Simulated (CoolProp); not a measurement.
C3F8 (R218) along the isotherm 89.25 °C: Z from the reference equation and from simpler models built on Tc = 71.9 °C, pc = 2.640 MPa, ω = 0.317; each cubic takes its own stable root.

Values from CoolProp's reference Helmholtz-energy equation of state, Lemmon 2006. It is a short technical equation, of lower accuracy than the large ones.

```json
[
 {"p (MPa)": "0.0632", "phase": "gas", "reference": "0.9934", "van der Waals": "0.9937", "Soave-Redlich-Kwong": "0.9931", "Peng-Robinson": "0.9922"},
 {"p (MPa)": "0.112", "phase": "gas", "reference": "0.9883", "van der Waals": "0.9887", "Soave-Redlich-Kwong": "0.9878", "Peng-Robinson": "0.9862"},
 {"p (MPa)": "0.2", "phase": "gas", "reference": "0.9789", "van der Waals": "0.9797", "Soave-Redlich-Kwong": "0.9780", "Peng-Robinson": "0.9753"},
 {"p (MPa)": "0.356", "phase": "gas", "reference": "0.9619", "van der Waals": "0.9634", "Soave-Redlich-Kwong": "0.9605", "Peng-Robinson": "0.9556"},
 {"p (MPa)": "0.632", "phase": "gas", "reference": "0.9305", "van der Waals": "0.9334", "Soave-Redlich-Kwong": "0.9285", "Peng-Robinson": "0.9201"},
 {"p (MPa)": "1.12", "phase": "gas", "reference": "0.8702", "van der Waals": "0.8760", "Soave-Redlich-Kwong": "0.8687", "Peng-Robinson": "0.8541"},
 {"p (MPa)": "2", "phase": "gas", "reference": "0.7406", "van der Waals": "0.7506", "Soave-Redlich-Kwong": "0.7453", "Peng-Robinson": "0.7213"},
 {"p (MPa)": "3.56", "phase": "supercritical", "reference": "0.3873", "van der Waals": "0.3727", "Soave-Redlich-Kwong": "0.4280", "Peng-Robinson": "0.4017"},
 {"p (MPa)": "6.32", "phase": "supercritical", "reference": "0.3882", "van der Waals": "0.4982", "Soave-Redlich-Kwong": "0.4346", "Peng-Robinson": "0.3949"},
 {"p (MPa)": "11.2", "phase": "supercritical", "reference": "0.6010", "van der Waals": "0.7751", "Soave-Redlich-Kwong": "0.6357", "Peng-Robinson": "0.5739"},
 {"p (MPa)": "20", "phase": "supercritical", "reference": "0.9727", "van der Waals": "1.253", "Soave-Redlich-Kwong": "0.9877", "Peng-Robinson": "0.8902"}
]
```
